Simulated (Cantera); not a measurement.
Input: 1 mol CF4, 2.9 mol H2, at 1550 K and 133 Pa.

Cantera equilibrium calculation (NASA polynomials, part measured and part estimated; ideal gas, pure solids and liquids). Candidate condensed phases: C, C6H6, C7H8, C8H18; 95 gas species. Rates play no part.

Base state: HF 0.816, H2 0.183, H 0.000369 (mole fractions); condensed: C(graphite).

Problem. What changes in the equilibrium state with this change: H2 from 2.9 to 0.1 mol?

Solution. 
| species | before | after |
|---|---|---|
| CF4 | <1e-9 | 0.823 |
| HF | 0.816 | 0.174 |
| CF2 | <1e-9 | 0.00219 |
| H2 | 0.183 | <1e-9 |
| CF3 | <1e-9 | 0.000255 |
| H | 0.000369 | 8.24e-9 |
| F | 6.40e-8 | 0.000611 |
| C(graphite), mol | 1.000 | 0.0488 |
Gases not in the tables: C2F6 and larger saturated fluorocarbons.
